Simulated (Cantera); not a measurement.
An isothermal, constant-pressure homogeneous reactor starts with 47.6 % CH4, 52.4 % CO2, at 1725 K and 4.93 atm.

Detailed kinetics in Cantera: GRI-Mech 3.0 (53 species, 325 reactions).

x: mole fraction; the columns are a selection and need not sum to one.

```tsv
t (s)	x CH4	x CO2	x HCO	x C2H2	x HO2	x C2H
0.000200	0.439	0.515	2.46e-8	0.00200	<1e-12	3.33e-9
0.000752	___	___	___	___	<1e-12	___
0.00283	0.206	0.363	1.59e-8	0.0828	<1e-12	7.75e-8
0.0106	0.0758	0.172	3.20e-8	0.123	<1e-12	1.31e-7
0.0400	0.0336	0.0830	5.17e-8	0.107	<1e-12	1.18e-7
0.150	0.0288	0.0503	7.07e-8	0.0611	<1e-12	5.74e-8
0.566	0.0213	0.0250	8.94e-8	0.0235	<1e-12	1.97e-8
2.13	0.0115	0.0118	1.01e-7	0.00542	<1e-12	4.29e-9
8.00	___	___	1.05e-7	___	<1e-12	3.52e-10
```

What belongs in the gaps?


- 0.000752, x CH4: 0.346
- 0.000752, x CO2: 0.473
- 0.000752, x HCO: 1.79e-8
- 0.000752, x C2H2: 0.0287
- 0.000752, x C2H: 3.05e-8
- 8.00, x CH4: 0.00355
- 8.00, x CO2: 0.00691
- 8.00, x C2H2: 0.000456
